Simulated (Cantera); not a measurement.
Feed: 1 mol AlCl3, 17 mol H2O, 1.1 mol N2, held at 13.3 mbar.

Method: chemical equilibrium by Gibbs-energy minimisation in Cantera with the NASA 1993 tables (ideal gas, pure condensed phases). Candidate condensed phases: Al, AlCl3, AlN, Al2O3, H2O, NH4Cl; 45 gas species. Gases not in the tables: Al(OH)3. The numbers say what is thermodynamically allowed, not how fast it happens.

Question: At 1450 °C, list the 6 most abundant gas species with their mole fractions, and the condensed phases.

Answer: H2O 0.784, HCl 0.150, N2 0.0559, H2 0.00465, Cl 0.00269, O2 0.00138. Condensed: Al2O3(s).
